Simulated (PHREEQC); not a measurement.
Ca(OH)2 is added in steps, without added water, to 1 kg of water holding 2.2 mmol/kgw (CH3)4NF, 5.2 mmol/kgw LiCl and 0.22 mmol/kgw HBr, at 25 °C. Oxygen alone is held at its pressure in air (log pO2 = -0.68). CO2 from the air is kept out. Only these solids could form: Fluorite.

Base run: PHREEQC, ion-association model, phreeqc.dat. Each further column changes one thing. The table gives Ca in solution (mol/kgw).

```csv
Ca(OH)2 added (mol),base,database wateq4f.dat,Debye-Hückel limiting law,metal-ligand complexes left out,all activity coefficients set to 1
0,0,0,0,0,0
0.0001875,1.26e-5,1.27e-5,1.35e-5,1.26e-5,7.44e-6
0.000375,1.95e-5,1.97e-5,2.09e-5,1.95e-5,1.17e-5
0.000625,4.09e-5,4.12e-5,4.36e-5,4.09e-5,2.55e-5
0.0008125,8.09e-5,8.12e-5,8.51e-5,8.09e-5,5.49e-5
0.001,0.000162,0.000162,0.000167,0.000162,0.000126
0.001187,0.000286,0.000287,0.000292,0.000286,0.000249
0.001375,0.000437,0.000438,0.000443,0.000437,0.000403
0.001625,0.000659,0.000659,0.000664,0.000659,0.000628
0.001813,0.000832,0.000833,0.000838,0.000832,0.000803
0.002,0.00101,0.00101,0.00101,0.00101,0.000982
```

(CH3)4N+ isn't in the database: it is added as a free cation with an ion size of 4 Å. phreeqc.dat and wateq4f.dat share most of their constants, so their agreement is no independent check. Solids allowed in the column 'database wateq4f.dat': Fluorite, Portlandite.
